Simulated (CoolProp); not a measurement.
Vapour-liquid equilibrium of p-xylene (1) + n-undecane (2) at 0.00339 MPa; x and y are mole fractions of (1).

The numbers come from the multi-fluid Helmholtz-energy mixture model, Zhou 2012 and Aleksandrov 2011; pair parameters Bell 2016 in CoolProp.

```csv
x,bubble temperature (°C),y at the bubble point,dew temperature at overall composition x (°C),liquid density (mol/L)
0.05,___,0.295,93.0,4.506
0.2,73.5,___,___,4.907
0.35,64.5,0.853,86.1,___
0.5,58.0,___,81.6,___
0.65,53.1,0.959,76.0,6.332
0.8,49.1,0.982,68.2,6.938
0.95,___,0.996,___,7.644
```

**Question.** Complete the blanks.

**Answer.** 
- 0.05, bubble temperature (°C): 87.5
- 0.2, y at the bubble point: 0.704
- 0.2, dew temperature at overall composition x (°C): 89.8
- 0.35, liquid density (mol/L): 5.333
- 0.5, y at the bubble point: 0.922
- 0.5, liquid density (mol/L): 5.802
- 0.95, bubble temperature (°C): 45.8
- 0.95, dew temperature at overall composition x (°C): 54.4

No azeotrope shows between x = 0.05 and 0.95.

Pair parameters are fitted to limited data, so mixtures are less certain than the pure fluids.
